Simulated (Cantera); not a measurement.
Charge: 1 mol Fe(CO)5, 0.032 mol O2, 13 mol H2, equilibrated at 1048.15 K and 13300 Pa.

Equilibrium computed with Cantera from the NASA thermochemical tables; the gas is ideal and each condensed phase is pure. Candidate condensed phases: C, C6H6, C7H8, C8H18, Fe, Fe(CO)5, FeO, Fe(OH)2, Fe(OH)3, Fe2O3, Fe3O4, H2O; 114 gas species. Equilibrium is a limit: real reactors are often held back by kinetics, nucleation or transport.

Base state: H2 0.715, CO 0.274, H2O 0.00508, CH4 0.00381, CO2 0.00231 (mole fractions); condensed: Fe(α).

What changes in the equilibrium state with this change: H2 from 13 to 35 mol?


| species | before | after |
|---|---|---|
| H2 | 0.715 | 0.870 |
| CO | 0.274 | 0.122 |
| H2O | 0.00508 | 0.00440 |
| CO2 | 0.00231 | 0.000730 |
| CH4 | 0.00381 | 0.00352 |
| Fe(α), mol | 1.00 | 1.00 |

What changes in the equilibrium state with this change: temperature from 1048.15 K to 1475 K?


```
species      before     after
----------  -------  --------
H2            0.715     0.719
CO            0.274     0.277
H2O         0.00508   0.00308
CH4         0.00381   3.57e-6
H           1.80e-8   3.01e-5
CO2         0.00231  0.000478
Fe(α), mol     1.00         0
Fe(γ), mol        0     1.000
```
